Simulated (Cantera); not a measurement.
Si₂Cl₆ + NH₃ (silicon nitride deposition)

A closed system holds: 1 mol Si₂Cl₆, 0.13 mol NH₃, held at 848 K and 105 Torr.

Equilibrium computed with Cantera from the NASA thermochemical tables; the gas is ideal and each condensed phase is pure. Candidate condensed phases: NH₄Cl, Si, Si₃N₄; 28 gas species. The feed counts by its element totals alone. The tables' values for SiCl₃ are old estimates; treat these amounts as uncertain. Kinetics and transport are ignored.

```json
{
 "x(SiCl₄)": "0.854",
 "x(H₂)": "0.0873",
 "x(SiHCl₃)": "0.0557",
 "x(HCl)": "0.00217",
 "x(SiCl₃)": "0.000869",
 "x(SiH₂Cl₂)": "0.000318",
 "x(SiCl₂)": "6.39e-5",
 "n(Si(s))": "0.379 mol",
 "n(Si₃N₄(s))": "0.0325 mol",
 "gas_amount": "1.673 mol"
}
```
